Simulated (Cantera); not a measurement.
Cantera run:

```python
import numpy as np
import cantera as ct

gas_names = """
    CL CL2 H HCL H2 N NH NH2 NH3 N2 N2H2 N2H4 Si SiCL SiCL2 SiCL3 SiCL4 SiH SiHCL3 SiH2 SiH2CL2 SiH3
    SiH3CL SiH4 SiN Si2 Si2N Si3
""".split()
cond_names = """
    NH4CL(a) NH4CL(b) Si(cr) Si(L) Si3N4(a)
""".split()


# ... load() reads the species with a 1 bar reference pressure and builds the phases ...
atoms = {
    'SiCl4': {'Si': 1, 'CL': 4},
    'NH3': {'N': 1, 'H': 3},
    'H2': {'H': 2},
}
top_T = {'Si3N4(a)': 2400}  # K; cautious upper limits of use, not melting points


# ... equilibrate(T, P, feed) seeds the gas with the atoms and calls Mixture.equilibrate('TP', solver="vcs", rtol=1e-11, max_steps=5000) ...
results = []
T = 1725  # K
P = 133.322  # Pa
for m in [0.62, 0.92, 1.4, 2, 2.9, 4.3, 6.4, 9.4, 14, 21, 30]:
    feed = {'SiCl4': 1, 'NH3': 0.86, 'H2': m}  # mol
    mix = equilibrate(T, P, feed)
    results.append((T, P, feed, dict(zip(mix.species_names, mix.species_moles))))

top = {s: max(r[3][s] / sum(r[3][g] for g in gas_names) for r in results) for s in gas_names}
cols = sorted((s for s in top if top[s] > 1e-06), key=lambda s: -top[s])[:6]
seen = [c for c in cond_names if any(r[3].get(c, 0) > 1e-12 for r in results)]
print("log10 of partial pressures in bar; condensed amounts in mol")
print(f"{'n(H2)':>10s}" + "".join(f"{s[:9]:>10s}" for s in cols + seen))
for T, P, feed, n in results:
    ng = sum(n[g] for g in gas_names)
    print(f"{feed['H2']:10.4g}" + "".join(f"{np.log10(max(n[s] / ng * P / 1e5, 1e-99)):10.3f}" for s in cols)
          + "".join(f"{n.get(c, 0):10.4g}" for c in seen))
```

It prints:

```
log10 of partial pressures in bar; condensed amounts in mol
     n(H2)        H2       HCL     SiCL2        N2     SiCL3         H     Si(L)
      0.62    -3.546    -3.221    -3.525    -3.879    -5.120    -5.504         0
      0.92    -3.455    -3.249    -3.552    -3.908    -5.221    -5.459         0
       1.4    -3.355    -3.290    -3.594    -3.951    -5.353    -5.409         0
         2    -3.273    -3.337    -3.641    -4.000    -5.489    -5.368         0
       2.9    -3.193    -3.400    -3.703    -4.063    -5.654    -5.328         0
       4.3    -3.119    -3.482    -3.787    -4.147    -5.856    -5.291         0
       6.4    -3.057    -3.581    -3.888    -4.248    -6.088    -5.260         0
       9.4    -3.010    -3.692    -4.002    -4.361    -6.337    -5.236         0
        14    -2.972    -3.819    -4.137    -4.492    -6.617    -5.217         0
        21    -2.946    -3.912    -4.341    -4.636    -6.928    -5.204    0.1195
        30    -2.928    -4.004    -4.542    -4.771    -7.229    -5.195     0.231
```

These are equilibrium values from Cantera (NASA tables, ideal gas, pure condensed phases), not measurements of a reactor. The tables' values for SiCl3, SiCl are old estimates; treat these amounts as uncertain. Gases not in the tables: Si2H6 and higher silanes.
